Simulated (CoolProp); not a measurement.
A Linde-Hampson liquefier for ethane: isothermal reversible compression at 320 K from 1 atm to 5 MPa, throttling to 1 atm, return gas leaving the recuperator 0 K below the feed. Each further row changes one setting.

Values from CoolProp's reference Helmholtz-energy equation of state, Bücker 2006.

| case | liquid yield per pass | compression work (kJ/kg of gas) |
|---|---|---|
| as stated | 0.175 | 315 |
| high pressure 10 MPa | 0.433 | 338 |
| warm-end temperature 350 K | 0.112 | 354 |
| warm-end gap 5 K | 0.165 | 315 |
